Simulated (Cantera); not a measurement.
**Thermodynamics of boron, boron nitride and boron oxide, feed B₂H₆ + H₂O + H₂**

Charge: 1 mol B₂H₆, 5 mol H₂O, 0.45 mol H₂, at 2052 °C and 0.100 bar.

These are equilibrium values from Cantera (NASA tables, ideal gas, pure condensed phases), not measurements of a reactor. Candidate condensed phases: B, B₂O₃, B₃O₃H₃, H₂O; 23 gas species. The feed counts by its element totals alone. Rates play no part.

- x(H₂): 0.646
- x(HBO₂): 0.144
- x(H₂O): 0.142
- x(H): 0.0280
- x(B₂O₃): 0.0239
- x(HBO): 0.00963
- x(BO): 0.00459
- x(BO₂): 0.00125
- x(OH): 0.00102
- gas amount: 9.618 mol
- log10 activity of B(s) (absent): -4.71
